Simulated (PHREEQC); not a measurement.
Make-up at 65 °C: 0.0016 mol Cu(BF4)2 and 0.00081 mol Na2SO4 per kg of water. Closed to the air; pH follows from the charge balance.

Equilibrium calculation in PHREEQC: ion-association model, phreeqc.dat.

Each row changes one thing in this solution. Precipitation was switched off in this run.

```tsv
case	pH	ionic strength (mol/kgw)	H3BO3 (mol/kgw)	SO4-2 (mol/kgw)	HSO4- (mol/kgw)	H2BO3- (mol/kgw)
as made	3.17	0.00733	0.00152	0.000615	8.24e-5	2.71e-9
Cu(BF4)2 replaced by H3BO3 at the same molality	5.90	…	0.00160	0.000803	2.25e-7	…
Na2SO4 replaced by KHSO4 at the same molality	3.03	0.00681	0.00152	0.000589	0.000110	1.95e-9
0.0002 mol/kgw HCl added	3.13	0.00740	0.00152	0.000610	8.86e-5	2.49e-9
temperature from 65 to 30 °C	3.05	0.00767	0.00106	0.000658	4.89e-5	…
0.00053 mol/kgw HBr added	3.07	0.00752	0.00152	0.000601	9.96e-5	2.18e-9
0.00055 mol/kgw H2SO4 added	2.99	0.00795	0.00153	0.000990	0.000198	1.81e-9
temperature from 65 to 75 °C	3.22	0.00723	0.00169	0.000602	9.45e-5	3.87e-9
```

**Question.** Complete the blanks.

**Answer.** 
- Cu(BF4)2 replaced by H3BO3 at the same molality, ionic strength (mol/kgw): 0.00242
- Cu(BF4)2 replaced by H3BO3 at the same molality, H2BO3- (mol/kgw): 1.46e-6
- temperature from 65 to 30 °C, H2BO3- (mol/kgw): 8.15e-10

Away from 25 °C the constants follow the database's enthalpies or fits; those with neither stay at their 25 °C values. Real BF4- forms and hydrolyses slowly; the run takes it at equilibrium.
